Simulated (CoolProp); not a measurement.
Vapour-liquid equilibrium of hydrogen sulfide (1) + toluene (2) at 248 kPa; x and y are mole fractions of (1).

Computed with CoolProp (multi-fluid Helmholtz-energy mixture model, Lemmon 2006 and Lemmon 2006; pair parameters Bell 2016).

```tsv
x	bubble temperature (K)	y at the bubble point	dew temperature at overall composition x (K)	liquid density (mol/L)
0.05	342.8	0.890	416.3	9.207
0.125	299.3	0.984	[?]	[?]
0.2	282.0	0.994	408.9	11.04
0.275	271.7	0.997	404.8	11.86
0.35	264.4	0.998	400.4	12.73
0.425	258.5	0.999	395.7	13.69
0.5	253.5	0.999	390.5	14.75
0.575	249.1	1.000	384.6	15.94
0.65	245.2	1.000	[?]	17.29
0.725	241.7	1.000	369.9	18.82
0.8	238.7	1.000	359.9	20.58
0.875	[?]	1.000	346.4	[?]
0.95	233.7	1.000	323.3	25.00
```

Some entries are withheld; supply them.


- 0.125, dew temperature at overall composition x (K): 412.7
- 0.125, liquid density (mol/L): 10.22
- 0.65, dew temperature at overall composition x (K): 377.8
- 0.875, bubble temperature (K): 236.0
- 0.875, liquid density (mol/L): 22.62

No azeotrope shows between x = 0.05 and 0.95.

The pair parameters rest on a limited set of measurements; away from them the model extrapolates.
